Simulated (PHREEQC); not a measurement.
0.94 g of hydrous ferric oxide (600 m²/g; 0.2 weak and 0.005 strong sites per Fe, Dzombak-Morel constants, diffuse double layer) in 1 kg of water with 0.01 mol/kgw of an inert sodium salt and 4.6e-06 mol ZnSO4 and 0.0024 mol NaH2PO4, at 25 °C; the pH is set by adding NaOH or the inert anion's acid. Oxygen is held at 0.21 atm. No CO2 enters from the air. Precipitation was switched off in this run.

Base run: PHREEQC, ion-association model, wateq4f.dat. Each further column changes one thing. The table gives P sorbed (%).

| pH | base | no electrostatic term (-no_edl) | background salt from 0.01 to 0.001 mol/kgw | oxide from 0.94 to 4.7 g/kgw | 0.0017 mol/kgw ZnCl2 added |
|---|---|---|---|---|---|
| 3 | 86.1 | (withheld) | 86.7 | 100.0 | (withheld) |
| 3.5 | 85.8 | 80.8 | 86.3 | 100.0 | 85.7 |
| 4 | 85.1 | 80.9 | 85.4 | 100.0 | (withheld) |
| 4.5 | 83.6 | 81.1 | 83.9 | 100.0 | (withheld) |
| 5 | 81.3 | 81.4 | 81.4 | 100.0 | 81.2 |
| 5.5 | 78.0 | 82.3 | 78.0 | 100.0 | 77.8 |
| 6.5 | 68.0 | 85.3 | 67.7 | 100.0 | 60.4 |
| 7 | 60.9 | 86.2 | 60.6 | 100.0 | 48.9 |
| 7.5 | 53.1 | 86.4 | 52.6 | 99.9 | 41.0 |
| 8 | 45.0 | 86.3 | 44.5 | 99.4 | 34.7 |
| 8.5 | 35.4 | 85.8 | 35.1 | 95.7 | (withheld) |
| 9 | 24.2 | 84.7 | 23.9 | 80.6 | 30.7 |

Fill in the missing entries.


- 3, no electrostatic term (-no_edl): 80.3
- 3, 0.0017 mol/kgw ZnCl2 added: 85.9
- 4, 0.0017 mol/kgw ZnCl2 added: 84.9
- 4.5, 0.0017 mol/kgw ZnCl2 added: 83.5
- 8.5, 0.0017 mol/kgw ZnCl2 added: 31.6

H3PO4, which wateq4f.dat lacks, is added to it with the constant of phreeqc.dat. The database has no phosphate complexes of Zn. The oxide is taken as insoluble; below pH 4 it would dissolve. In at least one series the solution becomes supersaturated in solids that the run did not let form, among them Zn(OH)2-e, Zn4(OH)6SO4, Zn5(OH)8Cl2, Zn3(PO4)2:4w.
